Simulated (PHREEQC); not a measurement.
Ca(OH)2 is added in steps, without added water, to 1 kg of water holding 0.0014 mol AgF, at 25 °C. O2 is buffered at 0.21 atm. The system is closed to CO2. Solids allowed: Fluorite, Portlandite, Ag2O. Others were left out.

Base run: PHREEQC, ion-association model, wateq4f.dat. Each further column changes one thing. The table gives pH.

```tsv
Ca(OH)2 added (mol)	base	temperature from 25 to 40 °C	AgF from 0.0014 to 0.00126 mol/kgw	AgF from 0.0014 to 0.0028 mol/kgw	no solid may form
0	7.21	7.04	7.20	…	7.21
0.0007	10.14	9.82	10.35	9.16	11.06
0.0014	11.12	10.67	11.16	10.14	11.35
0.0021	11.41	10.96	11.43	11.12	…
0.0028	11.58	11.12	11.59	11.41	…
0.0035	11.69	11.24	11.70	11.58	11.73
0.0042	11.78	11.33	11.79	11.69	11.80
0.0049	11.86	11.41	11.86	11.78	11.87
0.0056	11.92	11.47	11.92	11.86	11.92
0.0063	11.97	11.53	11.98	11.92	11.97
0.007	12.02	11.57	12.02	11.97	12.01
```

Fill in the missing entries.


- 0, AgF from 0.0014 to 0.0028 mol/kgw: 7.29
- 0.0021, no solid may form: 11.52
- 0.0028, no solid may form: 11.64

 At this temperature some constants are extrapolated from 25 °C, and those without enthalpy data are left unchanged. In at least one series the solution becomes supersaturated in solids that the run did not let form, among them Fluorite, Ag2O.
